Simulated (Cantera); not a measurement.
Charge: 1 mol ZrN, 0.048 mol H₂, equilibrated at 1225 °C and 0.133 bar.

Equilibrium computed with Cantera from the NASA thermochemical tables; the gas is ideal and each condensed phase is pure. Candidate condensed phases: Zr, ZrN; 11 gas species. ZrN: taken at fixed stoichiometry. Equilibrium is a limit: real reactors are often held back by kinetics, nucleation or transport.

Base state: H₂ 1.000, H 4.71e-5 (mole fractions); condensed: ZrN(s).

### Question
What changes in the equilibrium state with this change: temperature from 1225 °C to 1625 °C?

### Answer
```
species       before    after
-----------  -------  -------
H₂             1.000    0.998
H            4.71e-5  0.00214
ZrN(s), mol     1.00     1.00
```
